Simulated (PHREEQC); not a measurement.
Model water analysis in mg/kgw, 25 °C, pH 1.98, pe 12.5: Na 156; K 3.71; Ca 560; Mg 81.8; Cl 319; S(6) as SO4 2550; Mn(2) 52.4; Ni 19.2.

Cl is adjusted to close the charge balance.
Valence states are taken as typed.

Computed with PHREEQC (ion-association model, wateq4f.dat).

Each row changes one thing in this solution. No solid was allowed to form.

```csv
case,ionic strength (mol/kgw),HSO4- (mol/kgw),Mg+2 (mol/kgw),MgSO4 (mol/kgw),CaHSO4+ (mol/kgw),MnCl+ (mol/kgw),SI of Gypsum (CaSO4:2H2O),SI of Epsomite (MgSO4:7H2O)
as made,0.0696,0.00698,0.00215,0.00121,0.000337,1.26e-5,-0.08,-3.14
Mg from 81.8 to 40.9 mg/kgw,0.0661,0.00718,0.00106,[?],0.000346,[?],-0.06,-3.43
temperature from 25 to 15 °C at the same typed pH,[?],0.00614,0.00229,[?],0.000300,[?],-0.03,-3.01
```

### Question
Some entries are withheld; supply them.

### Answer

- Mg from 81.8 to 40.9 mg/kgw, MgSO4 (mol/kgw): 0.000625
- Mg from 81.8 to 40.9 mg/kgw, MnCl+ (mol/kgw): 8.93e-6
- temperature from 25 to 15 °C at the same typed pH, ionic strength (mol/kgw): 0.0712
- temperature from 25 to 15 °C at the same typed pH, MgSO4 (mol/kgw): 0.00108
- temperature from 25 to 15 °C at the same typed pH, MnCl+ (mol/kgw): 1.20e-5
